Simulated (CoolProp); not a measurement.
n-octane along the isotherm 354.2 K: fugacity coefficient from the reference equation and from simpler models built on Tc = 568.7 K, pc = 2484 kPa, ω = 0.398; each cubic takes its own stable root.

Values from CoolProp's reference Helmholtz-energy equation of state, Beckmüller 2019.

```csv
p (kPa),phase,reference,van der Waals,Redlich-Kwong,Peng-Robinson
3.93,gas,0.9968,0.9986,0.9980,0.9975
6.63,gas,0.9945,0.9976,0.9966,0.9958
11.2,gas,0.9908,0.9960,0.9943,0.9929
18.9,gas,0.9844,0.9933,0.9904,0.9881
31.9,liquid,0.7462,0.9886,0.9839,0.7577
53.8,liquid,0.4430,0.9808,0.9728,0.4499
90.7,liquid,0.2633,0.9676,0.7906,0.2674
153,liquid,0.1567,0.9454,0.4708,0.1591
258,liquid,0.09351,0.9078,0.2813,0.09499
436,liquid,0.05592,0.5633,0.1686,0.05682
736,liquid,0.03372,0.3445,0.1021,0.03428
1240,liquid,0.02062,0.2157,0.06285,0.02098
```

At some of these states van der Waals, Redlich-Kwong gives the other phase, because its saturation line lies elsewhere.
